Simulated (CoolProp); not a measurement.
Sulfur hexafluoride along the isotherm -44.55 °C: density (kg/m³) from the reference equation and from simpler models built on Tc = 45.6 °C, pc = 3.755 MPa, ω = 0.210; each cubic takes its own stable root.

Values from CoolProp's reference Helmholtz-energy equation of state, Guder 2009.

```json
[
 {"p (MPa)": "0.587", "phase": "liquid", "reference": "1822", "van der Waals": "50.84", "Redlich-Kwong": "…"},
 {"p (MPa)": "1.17", "phase": "liquid", "reference": "1825", "van der Waals": "…", "Redlich-Kwong": "1690"},
 {"p (MPa)": "1.76", "phase": "liquid", "reference": "1828", "van der Waals": "1177", "Redlich-Kwong": "…"},
 {"p (MPa)": "2.35", "phase": "liquid", "reference": "1831", "van der Waals": "…", "Redlich-Kwong": "…"},
 {"p (MPa)": "2.93", "phase": "liquid", "reference": "1834", "van der Waals": "1193", "Redlich-Kwong": "1710"}
]
```

Question: Fill in the missing entries.

Answer: 
- 0.587, Redlich-Kwong: 1683
- 1.17, van der Waals: 1168
- 1.76, Redlich-Kwong: 1697
- 2.35, van der Waals: 1186
- 2.35, Redlich-Kwong: 1704

At some of these states van der Waals gives the other phase, because its saturation line lies elsewhere.
